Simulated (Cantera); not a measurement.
A freely propagating, adiabatic, planar premixed flame of H₂ : O₂ : N₂ = 1 : 0.538 : 2.31 (molar parts), equivalence ratio 0.93, unburnt at 375 K and 2.80 bar; mixture-averaged transport, grid criteria slope 0.08 and curve 0.16, no radiation.

Cantera simulation using the H2/O2 subset of GRI-Mech 3.0, which has no nitrogen chemistry; the numbers are that mechanism's predictions, not measurements. The hydrogen kinetics of GRI-Mech 3.0 are dated; newer H2 mechanisms differ, most at raised pressure. Burning velocities carry a grid error of a few per cent, more on coarse grids.

x: mole fraction of selected species; z is measured from the peak of heat release.

| z (mm) | T (K) | u (m/s) | x H₂ | x O₂ | x H₂O | x OH | x O | x HO₂ |
|---|---|---|---|---|---|---|---|---|
| -0.326 | 375 | 2.24 | 0.260 | 0.140 | <1e-8 | <1e-8 | <1e-8 | <1e-8 |
| -0.217 | 375 | 2.24 | 0.260 | 0.140 | 1.83e-7 | <1e-8 | <1e-8 | <1e-8 |
| -0.163 | 375 | 2.24 | 0.259 | 0.140 | 1.97e-6 | <1e-8 | <1e-8 | [?] |
| -0.109 | 377 | 2.24 | 0.256 | 0.141 | 3.13e-5 | <1e-8 | 3.56e-8 | [?] |
| -0.0544 | 433 | 2.50 | 0.230 | 0.144 | 0.00322 | 1.05e-5 | 2.69e-6 | [?] |
| -0.0272 | 737 | 4.10 | 0.182 | 0.137 | 0.0344 | 0.000742 | 0.000153 | [?] |
| 0 | 1188 | 6.45 | 0.117 | 0.105 | 0.107 | 0.00208 | 0.00189 | [?] |
| 0.0272 | 1505 | 8.11 | 0.0624 | 0.0639 | 0.181 | 0.00555 | 0.00497 | [?] |
| 0.0544 | 1684 | 9.04 | 0.0367 | 0.0406 | 0.219 | 0.00895 | 0.00625 | [?] |
| 0.109 | 1860 | 9.92 | 0.0244 | 0.0279 | 0.242 | 0.0115 | 0.00563 | [?] |
| 0.217 | 2010 | 10.6 | 0.0188 | 0.0229 | 0.256 | 0.0114 | 0.00369 | [?] |
| 0.435 | 2122 | 11.2 | 0.0130 | 0.0194 | 0.268 | 0.00977 | 0.00208 | [?] |
| 0.870 | 2196 | 11.5 | 0.00787 | 0.0171 | 0.278 | 0.00765 | 0.00107 | [?] |

**Question.** Complete the blanks.

**Answer.** 
- -0.163, x HO₂: 6.48e-8
- -0.109, x HO₂: 1.22e-6
- -0.0544, x HO₂: 0.000200
- -0.0272, x HO₂: 0.000645
- 0, x HO₂: 0.000269
- 0.0272, x HO₂: 0.000129
- 0.0544, x HO₂: 7.00e-5
- 0.109, x HO₂: 3.72e-5
- 0.217, x HO₂: 2.13e-5
- 0.435, x HO₂: 1.15e-5
- 0.870, x HO₂: 6.04e-6
